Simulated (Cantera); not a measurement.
# N2O furnace oxynitridation

An isothermal, constant-pressure homogeneous reactor starts with N₂O : H₂O = 1 : 0.0064 (molar parts), at 1475 K and 0.00503 atm.

Model: GRI-Mech 3.0 (53 species, 325 reactions), integrated in Cantera. GRI-Mech 3.0 was tuned for natural gas; its chemistry of N2O as a main component is partial and can be far from experiment. Radical loss at walls, strong at low pressure, is not modelled. The temperature is held fixed by assumption; the heat of reaction is taken as removed at once.

| t (s) | x N₂O | x H₂O | x NO | x OH | x H₂ | x O | x HO₂ |
|---|---|---|---|---|---|---|---|
| 9.00e-5 | 0.994 | 0.00636 | 3.76e-7 | 1.97e-8 | <1e-12 | 9.10e-6 | 3.76e-11 |
| 0.000201 | 0.994 | 0.00636 | 1.75e-6 | 9.14e-8 | <1e-12 | 1.84e-5 | 3.96e-10 |
| 0.000450 | 0.994 | 0.00636 | 7.58e-6 | 3.94e-7 | <1e-12 | 3.32e-5 | 3.94e-9 |
| 0.00101 | 0.993 | 0.00636 | 2.86e-5 | 1.46e-6 | 1.58e-11 | 4.91e-5 | 3.46e-8 |
| 0.00225 | 0.993 | 0.00636 | 8.85e-5 | 4.38e-6 | 2.48e-10 | 5.66e-5 | 2.49e-7 |
| 0.00502 | 0.992 | 0.00635 | 0.000230 | 1.06e-5 | 2.80e-9 | 5.73e-5 | 1.36e-6 |
| 0.0112 | 0.990 | 0.00634 | 0.000544 | 2.19e-5 | 1.98e-8 | 5.71e-5 | 5.09e-6 |
| 0.0251 | 0.985 | 0.00632 | 0.00123 | 4.08e-5 | 7.67e-8 | 5.67e-5 | 9.75e-6 |
| 0.0561 | 0.975 | 0.00629 | 0.00272 | 6.02e-5 | 1.79e-7 | 5.63e-5 | 9.13e-6 |
| 0.125 | 0.953 | 0.00623 | 0.00592 | 7.21e-5 | 2.44e-7 | 5.57e-5 | 6.38e-6 |
| 0.280 | 0.906 | 0.00613 | 0.0127 | 8.09e-5 | 2.13e-7 | 5.49e-5 | 3.92e-6 |
| 0.627 | 0.812 | 0.00593 | 0.0265 | 8.72e-5 | 1.79e-7 | 5.42e-5 | 2.07e-6 |
| 1.40 | 0.643 | 0.00557 | 0.0512 | 8.95e-5 | 1.79e-7 | 5.37e-5 | 9.27e-7 |
| 3.13 | 0.398 | 0.00505 | 0.0867 | 8.76e-5 | 2.09e-7 | 5.31e-5 | 3.41e-7 |
| 7.00 | 0.153 | 0.00453 | 0.122 | 8.35e-5 | 2.82e-7 | 5.21e-5 | 9.35e-8 |
x: mole fraction; the columns are a selection and need not sum to one.

Equilibrium at this temperature and pressure: N₂O 5.07e-9, H₂O 0.00422, NO 0.00125, OH 5.42e-5, H₂ 1.39e-7, O 2.33e-5, HO₂ 1.25e-8 (gas phase only).
